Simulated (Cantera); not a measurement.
What does this Cantera script print?

```python
import numpy as np
import cantera as ct

gas = ct.Solution("gri30.yaml")
gas.TPX = 1750, 19000, {'C2H6': 1, 'H2': 10, 'H2O': 0.47}
inlet = ct.Reservoir(gas, clone=True)

reactor = ct.IdealGasConstPressureReactor(gas, energy="off", clone=False)
exhaust = ct.Reservoir(gas, clone=True)
tau = [0.38, 0.19, 0.09, 0.044, 0.021, 0.01, 0.005, 0.0024, 0.0012, 0.00057, 0.00028][0]
for a, b in ((inlet, reactor), (reactor, exhaust)):
    ct.MassFlowController(a, b, mdot=lambda t: reactor.mass / tau)
net = ct.ReactorNet([reactor])
show = ['C2H6', 'H2', 'H', 'CH2', 'C2H2', 'CH3', 'C2H4']

rows = []
print(f"{'tau/s':>10s}{'T/K':>9s}" + "".join(f"{s:>11s}" for s in show))
for tau in [0.38, 0.19, 0.09, 0.044, 0.021, 0.01, 0.005, 0.0024, 0.0012, 0.00057, 0.00028]:
    net.initial_time = 0.0
    net.advance(30 * tau)
    before = gas.X
    net.advance(40 * tau)
    drift = np.max(np.abs(gas.X - before) / (gas.X + 1e-9))
    rows.append([gas.T, *gas[show].X, drift])
    print(f"{tau:10.3e}{gas.T:9.1f}" + "".join(f"{x:11.3e}" for x in gas[show].X))
```

It prints:

```
     tau/s      T/K       C2H6         H2          H        CH2       C2H2        CH3       C2H4
 3.800e-01   1750.0  1.222e-05  8.800e-01  5.681e-04  2.089e-07  6.007e-02  3.032e-04  4.211e-04
 1.900e-01   1750.0  2.284e-05  8.749e-01  6.022e-04  2.847e-07  5.910e-02  4.002e-04  4.836e-04
 9.000e-02   1750.0  4.419e-05  8.699e-01  6.588e-04  4.044e-07  5.719e-02  5.371e-04  6.025e-04
 4.400e-02   1750.0  8.175e-05  8.655e-01  7.383e-04  5.765e-07  5.489e-02  7.083e-04  8.020e-04
 2.100e-02   1750.0  1.518e-04  8.614e-01  8.509e-04  8.450e-07  5.221e-02  9.394e-04  1.151e-03
 1.000e-02   1750.0  2.790e-04  8.574e-01  9.969e-04  1.248e-06  4.921e-02  1.244e-03  1.731e-03
 5.000e-03   1750.0  4.889e-04  8.536e-01  1.162e-03  1.791e-06  4.595e-02  1.615e-03  2.592e-03
 2.400e-03   1750.0  8.826e-04  8.496e-01  1.366e-03  2.589e-06  4.183e-02  2.120e-03  3.998e-03
 1.200e-03   1750.0  1.541e-03  8.458e-01  1.581e-03  3.602e-06  3.714e-02  2.727e-03  5.964e-03
 5.700e-04   1750.0  2.808e-03  8.419e-01  1.828e-03  5.014e-06  3.114e-02  3.549e-03  8.906e-03
 2.800e-04   1750.0  4.990e-03  8.390e-01  2.064e-03  6.702e-06  2.451e-02  4.533e-03  1.245e-02
```

Computed with Cantera and GRI-Mech 3.0 (53 species, 325 reactions). GRI-Mech 3.0 stops at C3 and has no aromatics, soot or wall deposition, so with more carbon than oxygen in the feed, carbon stays in small species such as C2H2 where larger ones or solid carbon would form.
